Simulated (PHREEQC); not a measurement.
**Reverse-osmosis reject: an equilibrium model**

A made-up water analysis in mmol/kgw, 25 °C, pH 6.35, pe 0.7: Na 73.2; K 8.73; Ca 3.81; Mg 1.38; Cl 95.2; S(6) 1.71; Alkalinity (meq/kgw) 0.285; B 0.742; Mn(2) 0.021; Zn 1.14.

Valence states are taken as typed.

Computed with PHREEQC (ion-association model, wateq4f.dat).

The ionic strength comes out as 0.103 mol/kgw and the charge-balance error is -2.2 %.

```json
[
 {"species": "Cl-", "molality": "0.0951", "activity": "0.0724", "log γ": "-0.118"},
 {"species": "Na+", "molality": "0.0730", "activity": "0.0570", "log γ": "-0.107"},
 {"species": "K+", "molality": "0.00870", "activity": "0.00663", "log γ": "-0.118"},
 {"species": "Ca+2", "molality": "0.00367", "activity": "0.00142", "log γ": "-0.412"},
 {"species": "Mg+2", "molality": "0.00132", "activity": "0.000533", "log γ": "-0.394"},
 {"species": "SO4-2", "molality": "0.00128", "activity": "0.000472", "log γ": "-0.433"},
 {"species": "Zn+2", "molality": "0.000976", "activity": "0.000387", "log γ": "-0.401"},
 {"species": "H3BO3", "molality": "0.000741", "activity": "0.000758", "log γ": "0.010"},
 {"species": "HCO3-", "molality": "0.000253", "activity": "0.000199", "log γ": "-0.104"},
 {"species": "CO2", "molality": "0.000195", "activity": "0.000200", "log γ": "0.010"},
 {"species": "NaSO4-", "molality": "0.000171", "activity": "0.000135", "log γ": "-0.104"},
 {"species": "CaSO4", "molality": "0.000131", "activity": "0.000134", "log γ": "0.010"},
 {"species": "ZnCl+", "molality": "9.84e-5", "activity": "7.55e-5", "log γ": "-0.115"},
 {"species": "MgSO4", "molality": "5.76e-5", "activity": "5.89e-5", "log γ": "0.010"},
 {"species": "ZnSO4", "molality": "4.18e-5", "activity": "4.28e-5", "log γ": "0.010"}
]
```

This is a speciation only: nothing precipitates in the calculation.
